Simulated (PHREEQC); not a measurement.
A solution holds 5.1e-05 mol MgCl2 and 0.0022 mol NaHCO3 per kg of water, at 88 °C. Closed to the air; pH follows from the charge balance.

The numbers come from PHREEQC with the ion-association model, phreeqc.dat.

This is a speciation only: nothing precipitates in the calculation.

Task: Order these Mg species by the share of Mg that they hold, largest first: Mg+2, MgHCO3+, MgCO3, MgOH+.

Result: Mg+2 (92 %), MgHCO3+ (3.3 %), MgOH+ (2.5 %), MgCO3 (2.2 %)

The pH is 7.92 and the ionic strength 0.00235 mol/kgw. Complexes and solids missing from the database can't appear. Constants without temperature data keep their 25 °C values here.
